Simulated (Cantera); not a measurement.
A Cantera script and what it prints.

```python
import numpy as np
import cantera as ct

gas_names = """
    C CN CO CO2 C2 CCN CNC C2N2 C2O C3 C3O2 C4 C4N2 C5 Cu CuO Cu2 N NCO NO NO2 NO3 N2 N2O O O2 O3
""".split()
cond_names = """
    C(gr) Cu(cr) Cu(L) CuO(s) Cu2O(s) Cu2O(L)
""".split()


# ... load() reads the species with a 1 bar reference pressure and builds the phases ...
atoms = {
    'Cu2O': {'Cu': 2, 'O': 1},
    'CO': {'C': 1, 'O': 1},
    'N2': {'N': 2},
}
top_T = {'C(gr)': 4500, 'CuO(s)': 1390}  # K; cautious upper limits of use, not melting points


# ... equilibrate(T, P, feed) seeds the gas with the atoms and calls Mixture.equilibrate('TP', solver="vcs", rtol=1e-11, max_steps=5000) ...
results = []
feed = {'Cu2O': 1, 'CO': 6.5, 'N2': 8.9}  # mol
P = 10000  # Pa
for T in [1448, 1548, 1648, 1748, 1848, 1948, 2048, 2148]:
    mix = equilibrate(T, P, feed)
    results.append((T, P, feed, dict(zip(mix.species_names, mix.species_moles))))

top = {s: max(r[3][s] / sum(r[3][g] for g in gas_names) for r in results) for s in gas_names}
cols = sorted((s for s in top if top[s] > 0.0001), key=lambda s: -top[s])[:9]
seen = [c for c in cond_names if any(r[3].get(c, 0) > 1e-12 for r in results)]
print("log10 of partial pressures in bar; condensed amounts in mol")
print(f"{'T/K':>10s}" + "".join(f"{s[:9]:>10s}" for s in cols + seen))
for T, P, feed, n in results:
    ng = sum(n[g] for g in gas_names)
    print(f"{T:10.4g}" + "".join(f"{np.log10(max(n[s] / ng * P / 1e5, 1e-99)):10.3f}" for s in cols)
          + "".join(f"{n.get(c, 0):10.4g}" for c in seen))
```

It prints:

```
log10 of partial pressures in bar; condensed amounts in mol
       T/K        N2        CO        Cu       CO2       Cu2     Cu(L)
      1448    -1.238    -1.447    -5.479    -2.188    -9.038     1.999
      1548    -1.238    -1.447    -4.745    -2.188    -8.022     1.997
      1648    -1.238    -1.448    -4.102    -2.188    -7.135     1.988
      1748    -1.239    -1.448    -3.536    -2.189    -6.354     1.955
      1848    -1.242    -1.451    -3.032    -2.192    -5.662     1.855
      1948    -1.250    -1.459    -2.582    -2.199    -5.045     1.583
      2048    -1.268    -1.477    -2.177    -2.218    -4.492    0.8911
      2148    -1.291    -1.500    -1.944    -2.241    -4.258         0
```

Equilibrium computed with Cantera from the NASA thermochemical tables; the gas is ideal and each condensed phase is pure.
